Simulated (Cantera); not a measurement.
A perfectly stirred reactor is fed with N2O : H2 : N2 = 1 : 0.002 : 2 (molar parts), at 1330 Pa; it is held at 1473 K, and followed from long to short residence time.

Cantera simulation using GRI-Mech 3.0 (53 species, 325 reactions); the numbers are that mechanism's predictions, not measurements. GRI-Mech 3.0 was tuned for natural gas; its chemistry of N2O as a main component is partial and can be far from experiment. Radical loss at walls, strong at low pressure, is not modelled. The temperature is held fixed by assumption; the heat of reaction is taken as removed at once.

Question: What does this change do: temperature 1473 to 1100 K?

Answer: 
```json
[
 {"quantity": "x(N2O) at τ = 1.50 s", "before": "0.170", "after": "0.332"},
 {"quantity": "x(H2) at τ = 1.50 s", "before": "1.61e-5", "after": "0.000369"},
 {"quantity": "x(NO) at τ = 1.50 s", "before": "0.0309", "after": "3.05e-5"},
 {"quantity": "x(H2O2) at τ = 1.50 s", "before": "4.79e-11", "after": "8.43e-9"},
 {"quantity": "x(H2O) at τ = 1.50 s", "before": "0.000586", "after": "0.000296"},
 {"quantity": "x(N2O) at τ = 13.0 ms", "before": "0.330", "after": "0.333"},
 {"quantity": "x(H2) at τ = 13.0 ms", "before": "0.000471", "after": "0.000666"},
 {"quantity": "x(NO) at τ = 13.0 ms", "before": "0.000487", "after": "2.59e-7"},
 {"quantity": "x(H2O2) at τ = 13.0 ms", "before": "9.53e-9", "after": "4.90e-12"},
 {"quantity": "x(H2O) at τ = 13.0 ms", "before": "0.000164", "after": "4.67e-7"}
]
```
The mechanism lacks the step 2 NO + O2 → 2 NO2, which can matter for NO2 below about 1400 K.
